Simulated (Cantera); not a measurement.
Fluorocarbon and chlorocarbon gases: CHF₃ + CH₄ + H₂

Charge: 1 mol CHF₃, 0.0083 mol CH₄, 0.83 mol H₂, at 0.0480 Torr.

Method: chemical equilibrium by Gibbs-energy minimisation in Cantera with the NASA 1993 tables (ideal gas, pure condensed phases). Candidate condensed phases: C, C₆H₆, C₇H₈, C₈H₁₈; 95 gas species. Kinetics and transport are ignored.

| T (°C) | x HF | x F | x H | x C | x C₃ | x CF | x C₂ | n C(graphite) |
|---|---|---|---|---|---|---|---|---|
| 2352 | 0.509 | 0.239 | 0.171 | 0.0134 | 0.0494 | 0.0113 | 0.00466 | 0.282 |
| 2452 | 0.344 | 0.304 | 0.247 | 0.0291 | 0.0543 | 0.0123 | 0.00795 | 0 |
| 2552 | 0.209 | 0.365 | 0.315 | 0.0518 | 0.0378 | 0.0110 | 0.00967 | 0 |
| 2652 | 0.111 | 0.406 | 0.359 | 0.0824 | 0.0217 | 0.00865 | 0.0100 | 0 |
| 2752 | 0.0553 | 0.426 | 0.381 | 0.113 | 0.00921 | 0.00587 | 0.00831 | 0 |
| 2852 | 0.0272 | 0.436 | 0.391 | 0.134 | 0.00277 | 0.00350 | 0.00533 | 0 |
| 2952 | 0.0137 | 0.441 | 0.396 | 0.144 | 0.000687 | 0.00195 | 0.00294 | 0 |
x: gas mole fraction; n: condensed amount in mol.

At 2352 °C the condensed part is C(graphite). From 2452 °C to 2952 °C nothing is condensed. The main C-bearing gas is C₃ at 2352 °C and C at 2952 °C.
